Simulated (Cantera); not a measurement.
A closed system holds: 1 mol Al, 0.25 mol HCl, 0.061 mol H2, at 723.15 K and 3.50 bar.

Method: chemical equilibrium by Gibbs-energy minimisation in Cantera with the NASA 1993 tables (ideal gas, pure condensed phases). Candidate condensed phases: Al, AlCl3; 12 gas species. Equilibrium is a limit: real reactors are often held back by kinetics, nucleation or transport.

Base state: H2 0.799, Al2Cl6 0.157, AlCl3 0.0447 (mole fractions); condensed: Al(s).

**Question.** What changes in the equilibrium state with this change: Al replaced by Fe3O4?

**Answer.** 
| species | before | after |
|---|---|---|
| H2O | 0 | 0.859 |
| H2 | 0.799 | 0.108 |
| HCl | 2.18e-7 | 0.0336 |
| Al2Cl6 | 0.157 | 0 |
| AlCl3 | 0.0447 | 0 |
| Al(s), mol | 0.917 | 0 |
| FeCl2(s), mol | 0 | 0.122 |
| Fe3O4(s), mol | 0 | 0.959 |
Condensed phases not in the tables: FeOCl. Further candidate phases: Fe, FeCl2, FeCl3, FeO, Fe(OH)2, Fe(OH)3, Fe2O3, Fe3O4, H2O.

**Question.** What changes in the equilibrium state with this change: pressure from 3.50 bar to 6.80 bar?

**Answer.** 
```csv
species,before,after
H2,0.799,0.804
Al2Cl6,0.157,0.164
AlCl3,0.0447,0.0328
"Al(s), mol",0.917,0.917
```
